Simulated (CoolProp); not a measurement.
Ethanol at 298.15 K and 0.00603 MPa is compressed adiabatically to 0.0373 MPa with isentropic efficiency 0.6. Each further row changes one setting.

Model: reference Helmholtz-energy equation of state, Schroeder 2014, in CoolProp.

```tsv
case	work (kJ/kg)	final temperature (K)	final density (kg/m³)
as stated	182	411.7	0.505
efficiency 1	109	370.3	0.563
efficiency 0.65	168	403.9	0.515
```
